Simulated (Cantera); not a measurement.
Feed: 1 mol V, 3.4 mol N2, held at 4.00 Pa.

Method: chemical equilibrium by Gibbs-energy minimisation in Cantera with the NASA 1993 tables (ideal gas, pure condensed phases). Candidate condensed phases: V, VN; 4 gas species. VN: taken at fixed stoichiometry. Condensed phases not in the tables: V2N, N, O or C dissolved in the metal. Equilibrium is a limit: real reactors are often held back by kinetics, nucleation or transport.

### Question
What share of the V ends up in condensed phases as a function of T (K), at 1648, 1698, 1748, 1798, 1848, 1898, 1948, 1998, 2048, 2098, 2148, 2198, 2248?

### Answer
| T (K) | V condensed (%) | as |
|---|---|---|
| 1648 | 100.0 | VN(s) |
| 1698 | 99.9 | VN(s) |
| 1748 | 99.8 | V(s) |
| 1798 | 99.4 | V(s) |
| 1848 | 98.4 | V(s) |
| 1898 | 96.1 | V(s) |
| 1948 | 91.0 | V(s) |
| 1998 | 79.9 | V(s) |
| 2048 | 54.9 | V(s) |
| 2098 | 0.0 | - |
| 2148 | 0.0 | - |
| 2198 | 0.0 | - |
| 2248 | 0.0 | - |
